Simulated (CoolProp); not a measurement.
A simple Rankine cycle with propane: condensing at 290.15 K, boiler at 2.01 MPa, turbine inlet 335.7 K, turbine efficiency 0.85, pump efficiency 0.8, no recuperator. Each further row changes one setting.

Model: reference Helmholtz-energy equation of state, Lemmon 2009, in CoolProp.

```json
[
 {"case": "as stated", "thermal efficiency (%)": "8.8", "net work (kJ/kg)": "34.7", "heat in (kJ/kg)": "393", "turbine exit temperature (K)": "294.8", "volume ratio over the turbine": "2.73"},
 {"case": "turbine inlet 355.7 K", "thermal efficiency (%)": "?", "net work (kJ/kg)": "?", "heat in (kJ/kg)": "?", "turbine exit temperature (K)": "?", "volume ratio over the turbine": "?"},
 {"case": "condensing temperature 282.15 K", "thermal efficiency (%)": "10.4", "net work (kJ/kg)": "43.1", "heat in (kJ/kg)": "413", "turbine exit temperature (K)": "286.8", "volume ratio over the turbine": "3.39"},
 {"case": "boiler pressure 1.41 MPa", "thermal efficiency (%)": "6.0", "net work (kJ/kg)": "25.0", "heat in (kJ/kg)": "417", "turbine exit temperature (K)": "?", "volume ratio over the turbine": "?"},
 {"case": "turbine efficiency 0.75", "thermal efficiency (%)": "7.7", "net work (kJ/kg)": "30.3", "heat in (kJ/kg)": "393", "turbine exit temperature (K)": "297.1", "volume ratio over the turbine": "?"}
]
```

### Question
Fill in the missing entries.

### Answer

- turbine inlet 355.7 K, thermal efficiency (%): 9.0
- turbine inlet 355.7 K, net work (kJ/kg): 39.9
- turbine inlet 355.7 K, heat in (kJ/kg): 442
- turbine inlet 355.7 K, turbine exit temperature (K): 317.7
- turbine inlet 355.7 K, volume ratio over the turbine: 2.64
- boiler pressure 1.41 MPa, turbine exit temperature (K): 312.6
- boiler pressure 1.41 MPa, volume ratio over the turbine: 1.83
- turbine efficiency 0.75, volume ratio over the turbine: 2.76
